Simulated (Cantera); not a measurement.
## Thermodynamics of silicon etching in halogen gases, feed Si + F2

Feed: 1 mol Si, 6.3 mol F2, held at 0.470 bar.

Method: chemical equilibrium by Gibbs-energy minimisation in Cantera with the NASA 1993 tables (ideal gas, pure condensed phases). Candidate condensed phases: Si; 9 gas species. The numbers say what is thermodynamically allowed, not how fast it happens.

```json
[
 {"T (°C)": "750", "x F": "0.147", "x F2": "0.678", "x SiF4": "0.175"},
 {"T (°C)": "825", "x F": "0.263", "x F2": "0.573", "x SiF4": "0.164"},
 {"T (°C)": "900", "x F": "0.411", "x F2": "0.439", "x SiF4": "0.150"},
 {"T (°C)": "975", "x F": "0.565", "x F2": "0.299", "x SiF4": "0.135"},
 {"T (°C)": "1050", "x F": "0.695", "x F2": "0.182", "x SiF4": "0.123"},
 {"T (°C)": "1125", "x F": "0.782", "x F2": "0.103", "x SiF4": "0.115"},
 {"T (°C)": "1200", "x F": "0.834", "x F2": "0.0562", "x SiF4": "0.110"},
 {"T (°C)": "1275", "x F": "0.862", "x F2": "0.0310", "x SiF4": "0.107"}
]
```
x: gas mole fraction; nothing condenses.

From 750 °C to 1275 °C nothing is condensed. The main Si-bearing gas is SiF4 throughout.
